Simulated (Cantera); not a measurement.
A perfectly stirred reactor is fed with NH3 : N2 = 1 : 3.3 (molar parts), at 2670 Pa; it is held at 1600 K, and followed from long to short residence time.

Computed with Cantera and the gas-phase N/H chemistry of the illustrative SiF4/NH3 mechanism in the Surface Chemkin manual (1991). Walls and surfaces, which speed up NH3 decomposition in real reactors, are not modelled.

### Question
What does this change do: temperature 1600 to 1898 K?

### Answer
```csv
quantity,before,after
x(NH3) at τ = 0.960 s,0.228,0.150
x(H) at τ = 0.960 s,1.03e-6,7.90e-5
x(NH) at τ = 0.960 s,5.55e-7,8.06e-6
x(N2) at τ = 0.960 s,0.767,0.749
x(NH2) at τ = 0.960 s,0.000104,0.000326
x(NH3) at τ = 64.0 ms,0.232,0.224
x(H) at τ = 64.0 ms,1.41e-8,8.75e-6
x(NH) at τ = 64.0 ms,7.87e-8,5.45e-6
x(N2) at τ = 64.0 ms,0.767,0.766
x(NH2) at τ = 64.0 ms,3.47e-5,0.000513
```
